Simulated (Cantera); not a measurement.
A Cantera script and what it prints.

```python
import numpy as np
import cantera as ct

gas_names = """
    C CN CO CO2 C2 CCN CNC C2N2 C2O C3 C3O2 C4 C4N2 C5 Cu CuO Cu2 N NCO NO NO2 NO3 N2 N2O O O2 O3
""".split()
cond_names = """
    C(gr) Cu(cr) Cu(L) CuO(s) Cu2O(s) Cu2O(L)
""".split()


# ... load() reads the species with a 1 bar reference pressure and builds the phases ...
atoms = {
    'Cu2O': {'Cu': 2, 'O': 1},
    'CO': {'C': 1, 'O': 1},
    'N2': {'N': 2},
}
top_T = {'C(gr)': 4500, 'CuO(s)': 1390}  # K; cautious upper limits of use, not melting points


# ... equilibrate(T, P, feed) seeds the gas with the atoms and calls Mixture.equilibrate('TP', solver="vcs", rtol=1e-11, max_steps=5000) ...
results = []
feed = {'Cu2O': 1, 'CO': 0.99, 'N2': 1.5}  # mol
T = 2500  # K
P = 1333.22  # Pa
mix = equilibrate(T, P, feed)
results.append((T, P, feed, dict(zip(mix.species_names, mix.species_moles))))
print(gas.report(threshold=0.001))
for i in range(1, mix.n_phases):
    print(f"{mix.phase(i).name:16s} {mix.phase_moles(i):12.5e} mol")
```

It prints:

```
       temperature   2500 K
          pressure   1333.2 Pa
           density   0.0028124 kg/m^3
  mean mol. weight   43.847 kg/kmol
   phase of matter   gas

                          1 kg             1 kmol
                     ---------------   ---------------
          enthalpy        3.8084e+06        1.6699e+08  J
   internal energy        3.3343e+06         1.462e+08  J
           entropy            6692.8        2.9346e+05  J/K
    Gibbs function       -1.2924e+07       -5.6667e+08  J
 heat capacity c_p            750.34             32901  J/K
 heat capacity c_v            560.72             24586  J/K

                      mass frac. Y      mole frac. X     chem. pot. / RT
                     ---------------   ---------------   ---------------
                CO          0.078202           0.12242           -40.222
               CO2          0.081831          0.081531            -58.72
                Cu           0.59548           0.41089           -12.093
                NO          0.004547         0.0066445           -35.108
                N2           0.19531           0.30569           -33.219
                 O         0.0097369          0.026685           -18.498
                O2          0.032993           0.04521           -36.996
     [  +20 minor]         0.0019064        0.00093129

C(gr)             0.00000e+00 mol
Cu(L)             0.00000e+00 mol
Cu2O(L)           0.00000e+00 mol
```

These are equilibrium values from Cantera (NASA tables, ideal gas, pure condensed phases), not measurements of a reactor.
